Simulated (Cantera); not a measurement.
What does this Cantera script print?

```python
import numpy as np
import cantera as ct

gas = ct.Solution("gri30.yaml")
gas.TPX = 1475, 330000, {'CH4': 1, 'H2': 1.2, 'O2': 1.08, 'N2': 4.07}
reactor = ct.IdealGasReactor(gas, energy="on", clone=False)
net = ct.ReactorNet([reactor])
net.rtol, net.atol = 1e-08, 1e-16
show = ['CH4', 'H2', 'O2', 'CO2', 'C2H']
times = np.geomspace(2e-06, 2, 10)

steps = ct.SolutionArray(gas, extra=["t"])
rows = []
print(f"{'t/s':>10s}{'T/K':>9s}{'P/Pa':>11s}" + "".join(f"{s:>11s}" for s in show))
for t in times:
    while net.time < t:
        t_next = net.step()
        steps.append(gas.state, t=t_next)
    rows.append([np.interp(t, steps.t, y) for y in (steps.T, steps.P, *steps(*show).X.T)])
    print(f"{t:10.3e}{rows[-1][0]:9.1f}{rows[-1][1]:11.4g}" + "".join(f"{x:11.3e}" for x in rows[-1][2:]))
rate = np.gradient(steps.T, steps.t)
print("integrator steps:", len(steps.t))
if steps.T.max() > steps.T[0] + 200:
    print(f"time of steepest temperature rise: {steps.t[rate.argmax()]:.4e} s")
gas.TPX = 1475, 330000, {'CH4': 1, 'H2': 1.2, 'O2': 1.08, 'N2': 4.07}
gas.equilibrate("UV")
print(f"equilibrium (UV): T = {gas.T:.1f} K  " + "  ".join(f"{s} {gas[s].X[0]:.3e}" for s in show))
```

Output:

```
       t/s      T/K       P/Pa        CH4         H2         O2        CO2        C2H
 2.000e-06   1475.0    3.3e+05  1.361e-01  1.633e-01  1.469e-01  4.293e-12  3.616e-25
 9.283e-06   1475.0    3.3e+05  1.360e-01  1.632e-01  1.469e-01  3.142e-09  5.641e-20
 4.309e-05   1545.5  3.451e+05  1.269e-01  1.596e-01  1.398e-01  3.959e-05  2.641e-11
 2.000e-04   2709.7  6.867e+05  1.100e-09  2.491e-01  9.089e-06  8.554e-03  3.889e-14
 9.283e-04   2711.3   6.87e+05  9.142e-10  2.489e-01  9.251e-06  8.567e-03  1.317e-14
 4.309e-03   2711.5  6.871e+05  9.081e-10  2.489e-01  9.273e-06  8.569e-03  1.310e-14
 2.000e-02   2711.5  6.871e+05  9.081e-10  2.489e-01  9.273e-06  8.569e-03  1.310e-14
 9.283e-02   2711.5  6.871e+05  9.081e-10  2.489e-01  9.273e-06  8.569e-03  1.310e-14
 4.309e-01   2711.5  6.871e+05  9.081e-10  2.489e-01  9.273e-06  8.569e-03  1.310e-14
 2.000e+00   2711.5  6.871e+05  9.081e-10  2.489e-01  9.273e-06  8.569e-03  1.310e-14
integrator steps: 1810
time of steepest temperature rise: 6.9942e-05 s
equilibrium (UV): T = 2711.5 K  CH4 1.025e-09  H2 2.489e-01  O2 9.273e-06  CO2 8.569e-03  C2H 1.460e-14
```

Model: GRI-Mech 3.0 (53 species, 325 reactions), integrated in Cantera.
